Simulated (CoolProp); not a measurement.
The numbers come from the reference Helmholtz-energy equation of state, Thol 2016 in CoolProp.

**Question.** Give the vapour pressure (MPa), liquid density (kg/m³), enthalpy of vaporisation (kJ/kg), liquid cp (kJ/(kg K)) of saturated hexamethyldisiloxane (MM) at -22.75, 28.25 °C.

**Answer.** 
```csv
T (°C),p (MPa),liquid density (kg/m³),enthalpy of vaporisation (kJ/kg),liquid cp (kJ/(kg K))
-22.75,0.000275,809,250,1.79
28.25,0.00656,756,227,1.91
```
